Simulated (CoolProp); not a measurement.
Computed with CoolProp (reference Helmholtz-energy equation of state, Lemmon 2006). It is a short technical equation, of lower accuracy than the large ones.

Problem. Give the vapour pressure (MPa), liquid density (kg/m³), enthalpy of vaporisation (kJ/kg), liquid cp (kJ/(kg K)) of saturated nitrous oxide at 222.2, 228.5 K.

Solution. 
```json
[
 {"T (K)": "222.2", "p (MPa)": "0.624", "liquid density (kg/m³)": "1110", "enthalpy of vaporisation (kJ/kg)": "327", "liquid cp (kJ/(kg K))": "1.80"},
 {"T (K)": "228.5", "p (MPa)": "0.793", "liquid density (kg/m³)": "1090", "enthalpy of vaporisation (kJ/kg)": "318", "liquid cp (kJ/(kg K))": "1.82"}
]
```
